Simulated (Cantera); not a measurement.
A closed system holds: 1 mol B2H6, 0.08 mol H2O, 11 mol H2, at 100000 Pa.

These are equilibrium values from Cantera (NASA tables, ideal gas, pure condensed phases), not measurements of a reactor. Candidate condensed phases: B, B2O3, B3O3H3, H2O; 23 gas species. The feed counts by its element totals alone. The tables' values for BH2 are old estimates; treat these amounts as uncertain. Gases not in the tables: B2H6 and higher boranes. The numbers say what is thermodynamically allowed, not how fast it happens.

x: gas mole fraction; n: condensed amount in mol.

```csv
T (°C),x H2,x HBO,x B3O3H3,x B2O2,n B(s)
1027,0.998,0.000185,0.00183,4.79e-7,1.92
1077,0.998,0.000369,0.00177,1.60e-6,1.92
1127,0.998,[?],0.00165,[?],1.92
1177,0.997,0.00122,0.00147,1.27e-5,1.92
1227,0.997,[?],[?],[?],1.92
1277,0.996,0.00298,0.000821,5.83e-5,1.92
1327,0.995,0.00399,0.000450,9.25e-5,1.92
1377,0.995,0.00473,0.000187,0.000116,1.92
```

### Question
What belongs in the gaps?

### Answer

- 1127, x HBO: 0.000691
- 1127, x B2O2: 4.77e-6
- 1227, x HBO: 0.00199
- 1227, x B3O3H3: 0.00119
- 1227, x B2O2: 2.96e-5
